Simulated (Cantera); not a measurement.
Feed: 1 mol SiH4, 11 mol N2O, 30 mol H2, equilibrated at 13300 Pa.

Method: chemical equilibrium by Gibbs-energy minimisation in Cantera with the NASA 1993 tables (ideal gas, pure condensed phases). Candidate condensed phases: H2O, Si, SiO2, Si2N2O, Si3N4; 35 gas species. The tables hold silica as quartz up to 1696 K and as liquid above; real silica turns to tridymite and cristobalite and melts near 1996 K. Gases not in the tables: Si(OH)4. Equilibrium is a limit: real reactors are often held back by kinetics, nucleation or transport.

**Question.** At 1850 K, list the 6 most abundant gas species with their mole fractions, and the condensed phases.

**Answer.** H2 0.534, N2 0.256, H2O 0.209, H 0.00108, SiO 0.000108, OH 3.12e-5. Condensed: SiO2(condensed).
